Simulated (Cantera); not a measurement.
**Ignition delay**

Mixture: CH₄ : O₂ : N₂ = 1 : 4.88 : 18.3 (molar parts), equivalence ratio 0.41, at 7500 Torr, adiabatic and at constant volume. Ignition delay is the time to a rise of 400 K.

Model: GRI-Mech 3.0 (53 species, 325 reactions), integrated in Cantera.

| T0 (K) | delay (ms) |
|---|---|
| 1100 | 12.6 |
| 1150 | 6.17 |
| 1200 | 3.20 |
| 1250 | 1.73 |
| 1300 | 0.973 |
| 1350 | 0.565 |
| 1400 | 0.338 |
| 1450 | 0.208 |
| 1500 | 0.132 |

```json
{
 "apparent activation energy between 1400 and 1500 K": "160 kJ/mol"
}
```
